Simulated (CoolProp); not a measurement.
R404A along the isobar 6.11 MPa: fugacity coefficient from the reference equation and from simpler models built on Tc = 345.3 K, pc = 3.735 MPa, ω = 0.293; each cubic takes its own stable root.

Computed with CoolProp (reference Helmholtz-energy equation of state, Lemmon 2003). It is a pseudo-pure fit of the blend.

| T (K) | phase | reference | van der Waals | Redlich-Kwong | Soave-Redlich-Kwong | Peng-Robinson |
|---|---|---|---|---|---|---|
| 225.3 | liquid | 0.01835 | 0.1100 | 0.03589 | 0.01863 | 0.01817 |
| 259.7 | liquid | … | 0.2006 | 0.1077 | 0.07338 | 0.07036 |
| 294 | liquid | … | 0.3127 | 0.2280 | 0.1895 | 0.1806 |
| 328.3 | liquid | 0.3435 | 0.4365 | 0.3836 | 0.3660 | 0.3486 |
| 362.7 | supercritical | 0.5366 | 0.5596 | 0.5447 | 0.5622 | 0.5362 |
| 397 | supercritical | 0.6754 | 0.6627 | 0.6652 | 0.6992 | 0.6681 |
| 431.3 | supercritical | 0.7612 | 0.7338 | 0.7428 | 0.7864 | … |
| 465.7 | supercritical | 0.8220 | 0.7848 | 0.7986 | 0.8488 | 0.8168 |
| 500 | supercritical | 0.8669 | … | 0.8404 | 0.8947 | 0.8639 |

Some entries are withheld; supply them.


- 259.7, reference: 0.07017
- 294, reference: 0.1781
- 431.3, Peng-Robinson: 0.7541
- 500, van der Waals: 0.8236
